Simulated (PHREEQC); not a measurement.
Consider water at 25 °C with 44 mmol/kgw H3PO4, 0.81 mmol/kgw NaOH and 26 mmol/kgw Cs2CO3. Closed to the air; pH follows from the charge balance.

The numbers come from PHREEQC with the ion-association model, wateq4f.dat.

No solid was allowed to form.

Estimate the pH, ionic strength.

pH 5.75; ionic strength 0.0555 mol/kgw.

In which forms is C present?

CO2 76 %, HCO3- 24 % of the C.

Species that the database lacks are ignored. H3PO4, which wateq4f.dat lacks, is added to it with the constant of phreeqc.dat.
